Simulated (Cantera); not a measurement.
**Cu + CO + H₂ (metals in furnace atmospheres)**

Charge: 1 mol Cu, 20 mol CO, a varied amount of H₂, equilibrated at 1025 K and 0.120 bar.

Equilibrium computed with Cantera from the NASA thermochemical tables; the gas is ideal and each condensed phase is pure. Candidate condensed phases: C, C₆H₆, C₇H₈, C₈H₁₈, Cu, CuO, Cu(OH)₂, Cu₂O, H₂O; 113 gas species. Kinetics and transport are ignored.

From 5 mol H₂ to 88 mol H₂ the condensed part is C(graphite) + Cu(s).

| n(H₂) (mol) | x H₂ | x CO | x CO₂ | x H₂O | x CH₄ | x C₂H₄ | x HCHO (formaldehyde) | n C(graphite) | n Cu(s) |
|---|---|---|---|---|---|---|---|---|---|
| 5 | 0.200 | 0.770 | 0.0245 | 0.00491 | 0.000354 | 3.18e-9 | 1.01e-8 | 0.705 | 1.00 |
| 12 | 0.374 | 0.602 | 0.0150 | 0.00718 | 0.00123 | 1.11e-8 | 1.48e-8 | 0.654 | 1.00 |
| 19 | 0.485 | 0.495 | 0.0101 | 0.00765 | 0.00208 | 1.87e-8 | 1.57e-8 | 0.600 | 1.00 |
| 26 | 0.562 | 0.420 | 0.00729 | 0.00752 | 0.00279 | 2.51e-8 | 1.55e-8 | 0.544 | 1.00 |
| 33 | 0.619 | 0.365 | 0.00551 | 0.00719 | 0.00338 | 3.04e-8 | 1.48e-8 | 0.486 | 1.00 |
| 40 | 0.662 | 0.323 | 0.00430 | 0.00681 | 0.00387 | 3.48e-8 | 1.40e-8 | 0.428 | 1.00 |
| 46 | 0.692 | 0.294 | 0.00356 | 0.00647 | 0.00422 | 3.80e-8 | 1.33e-8 | 0.378 | 1.00 |
| 53 | 0.721 | 0.266 | 0.00292 | 0.00610 | 0.00458 | 4.12e-8 | 1.26e-8 | 0.319 | 1.00 |
| 60 | 0.744 | 0.243 | 0.00243 | 0.00575 | 0.00489 | 4.40e-8 | 1.18e-8 | 0.260 | 1.00 |
| 67 | 0.764 | 0.223 | 0.00206 | 0.00543 | 0.00515 | 4.63e-8 | 1.12e-8 | 0.201 | 1.00 |
| 74 | 0.781 | 0.207 | 0.00176 | 0.00514 | 0.00538 | 4.84e-8 | 1.06e-8 | 0.141 | 1.00 |
| 81 | 0.796 | 0.192 | 0.00153 | 0.00487 | 0.00558 | 5.02e-8 | 1.00e-8 | 0.0820 | 1.00 |
| 88 | 0.808 | 0.180 | 0.00134 | 0.00463 | 0.00576 | 5.18e-8 | 9.54e-9 | 0.0224 | 1.00 |
x: gas mole fraction; n: condensed amount in mol.
